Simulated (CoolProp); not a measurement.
Vapour-liquid equilibrium of dimethyl carbonate (1) + n-decane (2) at 462.6 K; x and y are mole fractions of (1).

The numbers come from the multi-fluid Helmholtz-energy mixture model, Zhou 2011 and Lemmon 2006; pair parameters Bell 2016 in CoolProp.

Q: Give the bubble pressure and the first vapour's composition at x = 0.05, 0.35, 0.95. Is there an azeotrope?

A: x = 0.05: 2.672 bar, y = 0.448; x = 0.35: 7.005 bar, y = 0.809; x = 0.95: 10.81 bar, y = 0.975. No azeotrope shows between x = 0.05 and 0.95.

Pair parameters are fitted to limited data, so mixtures are less certain than the pure fluids. With so large a gap from Raoult's law the liquid may split in two, which this calculation doesn't test in full.
